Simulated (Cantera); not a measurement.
A closed system holds: 1 mol Mg(OH)₂, 1.4 mol H₂O, held at 1723.15 K.

Cantera equilibrium calculation (NASA polynomials, part measured and part estimated; ideal gas, pure solids and liquids). Candidate condensed phases: H₂O, Mg, MgO, Mg(OH)₂; 15 gas species. The numbers say what is thermodynamically allowed, not how fast it happens.

x: gas mole fraction; n: condensed amount in mol.

```json
[
 {"P (Pa)": "10", "x H₂O": "0.956", "x H₂": "0.0236", "x O₂": "0.0107", "x OH": "0.00623", "x H": "0.00281", "x O": "0.000588", "x Mg": "3.71e-5", "n MgO(s)": "1.000"},
 {"P (Pa)": "52", "x H₂O": "0.975", "x H₂": "0.0139", "x O₂": "0.00617", "x OH": "0.00363", "x H": "0.000943", "x O": "0.000196", "x Mg": "4.11e-6", "n MgO(s)": "1.000"},
 {"P (Pa)": "270", "x H₂O": "0.986", "x H₂": "(withheld)", "x O₂": "(withheld)", "x OH": "(withheld)", "x H": "(withheld)", "x O": "(withheld)", "x Mg": "(withheld)", "n MgO(s)": "1.000"},
 {"P (Pa)": "1400", "x H₂O": "0.992", "x H₂": "(withheld)", "x O₂": "(withheld)", "x OH": "(withheld)", "x H": "(withheld)", "x O": "(withheld)", "x Mg": "(withheld)", "n MgO(s)": "1.000"},
 {"P (Pa)": "7200", "x H₂O": "0.995", "x H₂": "0.00274", "x O₂": "0.00120", "x OH": "0.000710", "x H": "3.56e-5", "x O": "7.34e-6", "x Mg": "5.73e-9", "n MgO(s)": "1.000"},
 {"P (Pa)": "37000", "x H₂O": "0.997", "x H₂": "0.00159", "x O₂": "0.000693", "x OH": "0.000412", "x H": "1.20e-5", "x O": "2.46e-6", "x Mg": "6.46e-10", "n MgO(s)": "1.000"},
 {"P (Pa)": "190000", "x H₂O": "0.998", "x H₂": "0.000922", "x O₂": "0.000402", "x OH": "0.000239", "x H": "4.02e-6", "x O": "8.28e-7", "x Mg": "7.30e-11", "n MgO(s)": "1.000"},
 {"P (Pa)": "1000000", "x H₂O": "0.999", "x H₂": "0.000530", "x O₂": "0.000231", "x OH": "0.000137", "x H": "1.33e-6", "x O": "2.74e-7", "x Mg": "7.97e-12", "n MgO(s)": "1.000"}
]
```

Q: Fill in the missing entries.

A: 
- 1400, x H₂: 0.00471
- 1400, x O₂: 0.00206
- 1400, x OH: 0.00122
- 1400, x H: 0.000106
- 1400, x O: 2.19e-5
- 1400, x Mg: 5.09e-8
- 270, x H₂: 0.00810
- 270, x O₂: 0.00357
- 270, x OH: 0.00211
- 270, x H: 0.000316
- 270, x O: 6.55e-5
- 270, x Mg: 4.57e-7
